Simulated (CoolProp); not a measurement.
A single-stage vapour-compression cycle with carbonyl sulfide: evaporating at 274.15 K (dew point), condensing at 342.15 K (bubble point), superheat 2 K, subcooling 8 K, compressor efficiency 0.85, no pressure losses. Each further row changes one setting.

The numbers come from the reference Helmholtz-energy equation of state, Lemmon 2006 in CoolProp. It is a short technical equation, of lower accuracy than the large ones.

```csv
case,cooling COP,pressure ratio,discharge temperature (K),refrigerating effect (kJ/kg),volumetric capacity (kJ/m³)
as stated,2.52,4.97,402.1,186,3640
evaporating temperature 279.15 K,2.82,4.30,396.4,188,4230
condensing temperature 337.15 K,2.81,4.51,393.4,194,3790
subcooling 13 K,2.63,4.97,402.1,194,3800
superheat 12 K,2.50,4.97,414.5,194,3610
compressor efficiency 0.75,2.22,4.97,412.5,186,3640
```
